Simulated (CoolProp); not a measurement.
A Linde-Hampson liquefier for CF4 (R14): isothermal reversible compression at 290 K from 1 atm to 15 MPa, throttling to 1 atm, return gas leaving the recuperator 10 K below the feed. Each further row changes one setting.

The numbers come from the reference Helmholtz-energy equation of state, Platzer 1990 in CoolProp. This equation is an older, rougher fit; its heat capacities, sound speeds and derivatives of the liquid may be far off and weren't checked against measurements.

```tsv
case	liquid yield per pass	compression work (kJ/kg of gas)
as stated	0.252	122
high pressure 30 MPa	0.296	138
warm-end temperature 320 K	0.172	141
warm-end gap 15 K	0.240	122
```
